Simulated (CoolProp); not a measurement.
Values from CoolProp's reference Helmholtz-energy equation of state, Tillner-Roth 1997.

### Question
For CH2F2 (R32), give the phase and the density (kg/m³), Joule-Thomson coefficient (K/MPa), expansivity (1/kK), conductivity (mW/(m K)) at 129.75 °C and 1.46 MPa.

### Answer
- 129.75 °C and 1.46 MPa: gas; density 24.1, Joule-Thomson coefficient 9.54, expansivity 3.10, conductivity 25.0

Thermal conductivity comes from a separate model (Huber 2003), an estimate that may be off by 10 % or more.
